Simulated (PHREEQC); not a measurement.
Buffer: speciation

Make-up at 25 °C: 1.6 mmol/kgw NaHSO4 and 0.064 mmol/kgw Na2SO4. Closed to the air; pH follows from the charge balance.

All values are PHREEQC results (ion-association model, phreeqc.dat), not measurements.

Precipitation was switched off in this run.

Question: Estimate the pH, specific conductance.

Answer: pH 2.87; specific conductance 786 µS/cm.

Question: In which forms is S present?

Answer: SO4-2 90 %, HSO4- 9.5 %, NaSO4- 0.6 % of the S.
